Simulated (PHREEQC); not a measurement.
A solution holds 0.176 mol/kgw KHSO4, at 25 °C. Closed to the air; pH follows from the charge balance.

Equilibrium calculation in PHREEQC: ion-association model, phreeqc.dat.

```json
{
 "pH": "1.25",
 "ionic_strength": "0.288 mol/kgw",
 "activity_of_water": "0.993",
 "specific_conductance": "37400 µS/cm",
 "density": "1.014 g/cm³",
 "total_alkalinity": "-176 meq/kg"
}
```

| species | molality | activity | log γ |
|---|---|---|---|
| K+ | 0.161 | 0.110 | -0.165 |
| HSO4- | 0.105 | 0.0771 | -0.134 |
| H+ | 0.0710 | 0.0557 | -0.106 |
| SO4-2 | 0.0558 | 0.0142 | -0.593 |
| KSO4- | 0.0152 | 0.0110 | -0.140 |

No solid was allowed to form. Complexes and solids missing from the database can't appear.
